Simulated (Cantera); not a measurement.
What does this Cantera script print?

```python
import numpy as np
import cantera as ct

gas_names = """
    AL ALCL ALCL2 ALCL3 ALH AL2 AL2CL6 CL CL2 H HCL H2
""".split()
cond_names = """
    AL(cr) AL(L) ALCL3(s) ALCL3(L)
""".split()


def load(file, names, dense=False):
    # The tables refer to 1 bar. Condensed volumes are neglected.
    table = {s.name: s for s in ct.Species.list_from_file(file)}
    out = []
    for n in names:
        d = dict(table[n].input_data)
        d["thermo"] = dict(d["thermo"], **{"reference-pressure": 1e5})
        if dense:
            d["equation-of-state"] = {"model": "constant-volume", "density": "1e6 g/cm^3"}
        out.append(ct.Species.from_dict(d))
    return out


gas = ct.Solution(thermo="ideal-gas", species=load("nasa_gas.yaml", gas_names))
cond = {s.name: ct.Solution(thermo="fixed-stoichiometry", species=[s], name=s.name)
        for s in load("nasa_condensed.yaml", cond_names, dense=True)}
atoms = {
    'Al': {'AL': 1},
    'HCl': {'H': 1, 'CL': 1},
    'H2': {'H': 2},
}
top_T = {}  # K; cautious upper limits of use, not melting points


def equilibrate(T, P, feed):
    n = {}
    for name, mol in feed.items():
        for a, k in atoms[name].items():
            n[a] = n.get(a, 0.0) + k * mol
    gas.TPX = T, P, n
    mass = sum(n.values()) * gas.mean_molecular_weight
    gas.equilibrate("TP")
    valid = [c for c in cond.values() if c.min_temp <= T <= top_T.get(c.name, c.max_temp)]
    mix = ct.Mixture([(gas, mass / gas.mean_molecular_weight)] + [(c, 0.0) for c in valid])
    mix.T, mix.P = T, P
    mix.equilibrate("TP", solver="vcs", rtol=1e-11, max_steps=5000)
    return mix


results = []
feed = {'Al': 1, 'HCl': 1.6, 'H2': 20}  # mol
T = 473  # K
P = 2.5  # Pa
mix = equilibrate(T, P, feed)
results.append((T, P, feed, dict(zip(mix.species_names, mix.species_moles))))
x = sorted(zip(gas.X, gas.species_names), reverse=True)
print(f"T = {T:g} K  P = {P:g} Pa  gas = {mix.phase_moles(0):.4g} mol")
print("   x: " + "  ".join(f"{s} {v:.3e}" for v, s in x if v > 1e-06))
print("   condensed (mol): " + ("  ".join(f"{mix.phase(i).name} {mix.phase_moles(i):.4g}"
      for i in range(1, mix.n_phases) if mix.phase_moles(i) > 1e-12) or "none"))
```

Result:

```
T = 473 K  P = 2.5 Pa  gas = 21.22 mol
   x: H2 9.802e-01  ALCL3 1.444e-02  AL2CL6 5.347e-03
   condensed (mol): AL(cr) 0.4667
```

Cantera equilibrium calculation (NASA polynomials, part measured and part estimated; ideal gas, pure solids and liquids).
